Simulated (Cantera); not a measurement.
Input: 1 mol V, 3.1 mol N₂O, 250 mol H₂, held at 0.000770 bar.

Method: chemical equilibrium by Gibbs-energy minimisation in Cantera with the NASA 1993 tables (ideal gas, pure condensed phases). Candidate condensed phases: H₂O, V, VN, VO, V₂O₃, V₂O₄, V₂O₅; 28 gas species. Mutual solubility and eutectic melting of coexisting phases are not modelled. VO: taken at fixed stoichiometry. Condensed phases not in the tables: the oxides between V₂O₃ and V₂O₅ other than VO₂. Rates play no part.

What share of the V ends up in condensed phases as a function of T (K), at 1550, 1625, 1700, 1775, 1850, 1925, 2000, 2075, 2150, 2225, 2300, 2375, 2450?


```json
[
 {"T (K)": "1550", "V condensed (%)": "99.9", "as": "V₂O₃(s)"},
 {"T (K)": "1625", "V condensed (%)": "99.6", "as": "VO(s) + V₂O₃(s)"},
 {"T (K)": "1700", "V condensed (%)": "98.2", "as": "VO(s)"},
 {"T (K)": "1775", "V condensed (%)": "93.4", "as": "VO(s)"},
 {"T (K)": "1850", "V condensed (%)": "78.7", "as": "VO(s)"},
 {"T (K)": "1925", "V condensed (%)": "39.5", "as": "VO(s)"},
 {"T (K)": "2000", "V condensed (%)": "0.0", "as": "-"},
 {"T (K)": "2075", "V condensed (%)": "0.0", "as": "-"},
 {"T (K)": "2150", "V condensed (%)": "0.0", "as": "-"},
 {"T (K)": "2225", "V condensed (%)": "0.0", "as": "-"},
 {"T (K)": "2300", "V condensed (%)": "0.0", "as": "-"},
 {"T (K)": "2375", "V condensed (%)": "0.0", "as": "-"},
 {"T (K)": "2450", "V condensed (%)": "0.0", "as": "-"}
]
```
